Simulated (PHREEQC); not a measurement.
**Brine**

Solution (20 °C): 0.35 mol/kgw Na2SO4, 0.045 mol/kgw K2SO4 and 0.14 mol/kgw MgCl2. It is in equilibrium with CO2 at log p = -1 (atm). Otherwise closed; pH follows from the charge balance.

Model: Pitzer model, pitzer.dat, run in PHREEQC.

Each row changes one thing in this solution. Precipitation was switched off in this run.

| case | pH | CO2 (mol/kgw) | HCO3- (mol/kgw) | HSO4- (mol/kgw) | CO3-2 (mol/kgw) | SI of Mirabilite (Na2SO4:10H2O) | SI of Thenardite (Na2SO4) |
|---|---|---|---|---|---|---|---|
| as made | 4.58 | 0.00311 | 0.000132 | 8.67e-5 | 1.86e-9 | -1.04 | -2.14 |
| MgCl2 left out | 4.68 | 0.00326 | 0.000148 | 0.000103 | 1.37e-9 | ___ | ___ |
| K2SO4 from 0.045 to 0.0405 mol/kgw | 4.58 | 0.00311 | 0.000131 | 8.61e-5 | 1.85e-9 | -1.04 | -2.14 |
| temperature from 20 to 25 °C | 4.62 | 0.00270 | 0.000134 | 9.24e-5 | 2.30e-9 | ___ | -2.11 |
| Na2SO4 from 0.35 to 0.175 mol/kgw | 4.54 | 0.00337 | 0.000109 | 6.42e-5 | 1.32e-9 | -1.69 | -2.81 |

Task: Fill in the missing entries.

Result: 
- MgCl2 left out, SI of Mirabilite (Na2SO4:10H2O): -0.93
- MgCl2 left out, SI of Thenardite (Na2SO4): -2.06
- temperature from 20 to 25 °C, SI of Mirabilite (Na2SO4:10H2O): -1.26

Complexes and solids missing from the database can't appear. In brines, pH and single-ion activities rest on the MacInnes convention.
